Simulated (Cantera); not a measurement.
What does this Cantera script print?

```python
import numpy as np
import cantera as ct

gas = ct.Solution("gri30.yaml")
gas.TPX = 1175, 13332, {'CO': 0.0081, 'O2': 0.17, 'H2O': 0.0029, 'N2': 1}
inlet = ct.Reservoir(gas, clone=True)

reactor = ct.IdealGasConstPressureReactor(gas, energy="off", clone=False)
exhaust = ct.Reservoir(gas, clone=True)
tau = [12, 3.3, 0.88, 0.23, 0.062, 0.017, 0.0044][0]
for a, b in ((inlet, reactor), (reactor, exhaust)):
    ct.MassFlowController(a, b, mdot=lambda t: reactor.mass / tau)
net = ct.ReactorNet([reactor])
show = ['CO', 'O2', 'H2O', 'N2O', 'OH', 'O', 'H']

rows = []
print(f"{'tau/s':>10s}{'T/K':>9s}" + "".join(f"{s:>11s}" for s in show))
for tau in [12, 3.3, 0.88, 0.23, 0.062, 0.017, 0.0044]:
    net.initial_time = 0.0
    net.advance(30 * tau)
    before = gas.X
    net.advance(40 * tau)
    drift = np.max(np.abs(gas.X - before) / (gas.X + 1e-9))
    rows.append([gas.T, *gas[show].X, drift])
    print(f"{tau:10.3e}{gas.T:9.1f}" + "".join(f"{x:11.3e}" for x in gas[show].X))
```

It prints:

```
     tau/s      T/K         CO         O2        H2O        N2O         OH          O          H
 1.200e+01   1175.0  8.026e-05  1.410e-01  2.454e-03  2.345e-07  1.918e-05  2.512e-05  2.603e-07
 3.300e+00   1175.0  1.896e-04  1.410e-01  2.448e-03  2.178e-07  2.902e-05  5.882e-05  9.219e-07
 8.800e-01   1175.0  4.509e-04  1.411e-01  2.438e-03  1.905e-07  4.386e-05  1.375e-04  3.258e-06
 2.300e-01   1175.0  1.055e-03  1.413e-01  2.420e-03  1.549e-07  6.476e-05  3.086e-04  1.080e-05
 6.200e-02   1175.0  2.268e-03  1.416e-01  2.395e-03  1.129e-07  8.788e-05  5.959e-04  2.844e-05
 1.700e-02   1175.0  4.238e-03  1.423e-01  2.378e-03  6.154e-08  9.727e-05  8.138e-04  4.399e-05
 4.400e-03   1175.0  6.342e-03  1.435e-01  2.422e-03  9.189e-09  4.938e-05  3.469e-04  1.199e-05
```

Cantera simulation using GRI-Mech 3.0 (53 species, 325 reactions); the numbers are that mechanism's predictions, not measurements.
